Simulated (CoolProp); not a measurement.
Saturation properties of o-xylene (Tc = 630.3 K, pc = 3737 kPa, ω = 0.312).

The numbers come from the reference Helmholtz-energy equation of state, Zhou 2012 in CoolProp.

| T (K) | p (kPa) | enthalpy of vaporisation (kJ/kg) | surface tension (mN/m) | liquid viscosity (µPa s) |
|---|---|---|---|---|
| 314.3 | 2.188 | ___ | 27.8 | 616 |
| 327.5 | 4.202 | 393.4 | 26.3 | 531 |
| 340.6 | 7.571 | 386.5 | 25.0 | 463 |
| 353.8 | ___ | 379.4 | ___ | ___ |
| 366.9 | 21.26 | 372.2 | 22.2 | 364 |
| 380.1 | 33.50 | 364.8 | 20.8 | 326 |
| 393.2 | 50.77 | 357.3 | ___ | 294 |
| 406.4 | 74.77 | 349.5 | 18.2 | 267 |
| 419.5 | ___ | 341.5 | 16.9 | 244 |
| 432.7 | 149.0 | 333.1 | 15.6 | 223 |
| 445.9 | 203.2 | 324.3 | 14.3 | 205 |

Problem. What belongs in the gaps?

Solution. 
- 314.3, enthalpy of vaporisation (kJ/kg): 400.4
- 353.8, p (kPa): 13.01
- 353.8, surface tension (mN/m): 23.6
- 353.8, liquid viscosity (µPa s): 409
- 393.2, surface tension (mN/m): 19.5
- 419.5, p (kPa): 106.7

It boils at 417.5 K under 1 atm.

Viscosity comes from a separate model (Cao 2016). Surface tension comes from a separate correlation (Mulero 2014).
